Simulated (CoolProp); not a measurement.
Vapour-liquid equilibrium of carbon dioxide (1) + R125 (2) at -9.75 °C; x and y are mole fractions of (1).

The numbers come from the multi-fluid Helmholtz-energy mixture model, Span 1996 and Lemmon 2005; pair parameters Bell 2016 in CoolProp.

| x | bubble pressure, mixture model (MPa) | bubble pressure, Raoult's law (MPa) | y, mixture model | y, Raoult's law |
|---|---|---|---|---|
| 0.05 | 0.6086 | 0.5957 | 0.215 | 0.224 |
| 0.15 | 0.8523 | 0.8138 | 0.467 | 0.492 |
| 0.25 | 1.089 | 1.032 | 0.609 | 0.646 |
| 0.35 | 1.314 | 1.250 | 0.701 | 0.747 |
| 0.45 | 1.528 | 1.468 | 0.766 | 0.818 |
| 0.55 | 1.733 | 1.686 | 0.818 | 0.870 |
| 0.65 | 1.933 | 1.904 | 0.861 | 0.911 |
| 0.75 | 2.134 | 2.122 | 0.901 | 0.943 |
| 0.85 | 2.341 | 2.340 | 0.940 | 0.969 |
| 0.95 | 2.556 | 2.559 | 0.980 | 0.990 |

The largest gap from Raoult's law is +5.5 % in bubble pressure, at x = 0.25. No azeotrope shows between x = 0.05 and 0.95.

Pair parameters are fitted to limited data, so mixtures are less certain than the pure fluids.
